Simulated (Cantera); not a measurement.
A perfectly stirred reactor is fed with CH4 : O2 : N2 = 1 : 2.5 : 15.2 (molar parts), equivalence ratio 0.80, at 4.93 atm; it is adiabatic with a 350 K inlet, and is followed from long to short residence time, starting on the burning branch (τ in s: 0.023, 0.008, 0.0027, 0.00093, 0.00032, 0.00011, 3.8e-05, 1.3e-05, 4.4e-06).

Model: GRI-Mech 3.0 (53 species, 325 reactions), integrated in Cantera.

Problem. What does this change do: CH4 1 to 0.76 parts?

Solution. 
```tsv
quantity	before	after
blow-out, bracketed by the residence times tried	burning at 2.70 ms, out at 0.930 ms	not reached
x(CH4) at τ = 23.0 ms	4.27e-5	0.0412
x(O2) at τ = 23.0 ms	0.0271	0.135
x(OH) at τ = 23.0 ms	0.000306	<1e-12
x(NO) at τ = 23.0 ms	3.24e-6	<1e-12
x(H2O2) at τ = 23.0 ms	2.00e-7	<1e-12
x(CH4) at τ = 0.320 ms	0.0535	0.0412
x(O2) at τ = 0.320 ms	0.134	0.135
x(OH) at τ = 0.320 ms	<1e-12	<1e-12
x(NO) at τ = 0.320 ms	<1e-12	<1e-12
x(H2O2) at τ = 0.320 ms	<1e-12	<1e-12
state	not reached	not burning at any residence time tried
```

Problem. What does this change do: 1.9 parts CO2 added?

Solution. 
```tsv
quantity	before	after
blow-out, bracketed by the residence times tried	burning at 2.70 ms, out at 0.930 ms	not reached
x(CH4) at τ = 23.0 ms	4.27e-5	0.0485
x(O2) at τ = 23.0 ms	0.0271	0.121
x(OH) at τ = 23.0 ms	0.000306	<1e-12
x(NO) at τ = 23.0 ms	3.24e-6	<1e-12
x(H2O2) at τ = 23.0 ms	2.00e-7	<1e-12
x(CH4) at τ = 0.320 ms	0.0535	0.0485
x(O2) at τ = 0.320 ms	0.134	0.121
x(OH) at τ = 0.320 ms	<1e-12	<1e-12
x(NO) at τ = 0.320 ms	<1e-12	<1e-12
x(H2O2) at τ = 0.320 ms	<1e-12	<1e-12
state	not reached	not burning at any residence time tried
```
